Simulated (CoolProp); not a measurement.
Sulfur hexafluoride along the isotherm 265.7 K: Z from the reference equation and from simpler models built on Tc = 318.7 K, pc = 3.755 MPa, ω = 0.210; each cubic takes its own stable root.

Values from CoolProp's reference Helmholtz-energy equation of state, Guder 2009.

| p (MPa) | phase | reference |
|---|---|---|
| 1.88 | liquid | 0.07673 |
| 3.75 | liquid | 0.1511 |
| 5.63 | liquid | 0.2244 |
| 7.51 | liquid | 0.2963 |
| 9.39 | liquid | 0.3672 |
| 11.3 | liquid | 0.4382 |
| 13.1 | liquid | 0.5043 |
| 15 | liquid | 0.5733 |
| 16.9 | liquid | 0.6417 |
| 18.8 | liquid | 0.7094 |

How far does each simpler model (van der Waals, Redlich-Kwong, Peng-Robinson) lie from the reference over these 10 states: mean and median of the absolute difference, and the worst?


- van der Waals: mean 46.0 %, median 44.3 %, worst +57.8 % at 265.7 K and 1.88 MPa
- Redlich-Kwong: mean 6.8 %, median 6.2 %, worst +12.2 % at 265.7 K and 1.88 MPa
- Peng-Robinson: mean 7.5 %, median 7.8 %, worst -9.0 % at 265.7 K and 18.8 MPa
